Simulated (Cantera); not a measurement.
## Adiabatic ignition

An adiabatic, constant-pressure homogeneous reactor starts with 7.95 % CH4, 0.509 % C2H6, 19.2 % O2, 72.3 % N2, equivalence ratio 0.92, at 1050 K and 2200000 Pa.

Computed with Cantera and GRI-Mech 3.0 (53 species, 325 reactions). The pressure lies above the range GRI-Mech 3.0 was tuned for (to about 10 atm).

```json
[
 {"t (s)": "3.00e-6", "T (K)": "1050", "x CH4": "0.0795", "x C2H6": "0.00509", "x O2": "0.192", "x N2O": "<1e-12", "x C2H4": "3.23e-11"},
 {"t (s)": "6.77e-6", "T (K)": "1050", "x CH4": "0.0795", "x C2H6": "0.00509", "x O2": "0.192", "x N2O": "<1e-12", "x C2H4": "1.72e-10"},
 {"t (s)": "1.53e-5", "T (K)": "1050", "x CH4": "0.0795", "x C2H6": "0.00509", "x O2": "0.192", "x N2O": "<1e-12", "x C2H4": "8.76e-10"},
 {"t (s)": "3.45e-5", "T (K)": "1050", "x CH4": "0.0795", "x C2H6": "0.00509", "x O2": "0.192", "x N2O": "<1e-12", "x C2H4": "4.30e-9"},
 {"t (s)": "7.78e-5", "T (K)": "1050", "x CH4": "0.0795", "x C2H6": "0.00509", "x O2": "0.192", "x N2O": "<1e-12", "x C2H4": "2.02e-8"},
 {"t (s)": "0.000175", "T (K)": "1050", "x CH4": "0.0795", "x C2H6": "0.00509", "x O2": "0.192", "x N2O": "<1e-12", "x C2H4": "9.10e-8"},
 {"t (s)": "0.000396", "T (K)": "1050", "x CH4": "0.0795", "x C2H6": "0.00509", "x O2": "0.192", "x N2O": "1.03e-12", "x C2H4": "4.44e-7"},
 {"t (s)": "0.000893", "T (K)": "1050", "x CH4": "0.0795", "x C2H6": "0.00509", "x O2": "0.192", "x N2O": "7.29e-12", "x C2H4": "3.10e-6"},
 {"t (s)": "0.00202", "T (K)": "1051", "x CH4": "0.0795", "x C2H6": "0.00506", "x O2": "0.192", "x N2O": "6.00e-11", "x C2H4": "3.36e-5"},
 {"t (s)": "0.00455", "T (K)": "1063", "x CH4": "0.0779", "x C2H6": "0.00467", "x O2": "0.191", "x N2O": "5.89e-10", "x C2H4": "0.000512"},
 {"t (s)": "0.0103", "T (K)": "2660", "x CH4": "<1e-12", "x C2H6": "<1e-12", "x O2": "0.0164", "x N2O": "1.98e-6", "x C2H4": "<1e-12"},
 {"t (s)": "0.0231", "T (K)": "2660", "x CH4": "<1e-12", "x C2H6": "<1e-12", "x O2": "0.0164", "x N2O": "1.98e-6", "x C2H4": "<1e-12"},
 {"t (s)": "0.0522", "T (K)": "2660", "x CH4": "<1e-12", "x C2H6": "<1e-12", "x O2": "0.0164", "x N2O": "1.98e-6", "x C2H4": "<1e-12"},
 {"t (s)": "0.118", "T (K)": "2660", "x CH4": "<1e-12", "x C2H6": "<1e-12", "x O2": "0.0164", "x N2O": "1.98e-6", "x C2H4": "<1e-12"},
 {"t (s)": "0.266", "T (K)": "2660", "x CH4": "<1e-12", "x C2H6": "<1e-12", "x O2": "0.0164", "x N2O": "1.98e-6", "x C2H4": "<1e-12"},
 {"t (s)": "0.600", "T (K)": "2660", "x CH4": "<1e-12", "x C2H6": "<1e-12", "x O2": "0.0164", "x N2O": "1.98e-6", "x C2H4": "<1e-12"}
]
```
x: mole fraction; the columns are a selection and need not sum to one.

The time of steepest temperature rise is 5.66 ms. The temperature at 0.600 s comes out as 2660 K and the equilibrium temperature is 2660 K. The x(CH4) at 0.600 s is <1e-12 (gas-phase equilibrium <1e-12) and the x(C2H6) at 0.600 s is <1e-12 (gas-phase equilibrium <1e-12). The x(O2) at 0.600 s is 0.0164 (gas-phase equilibrium 0.0164).
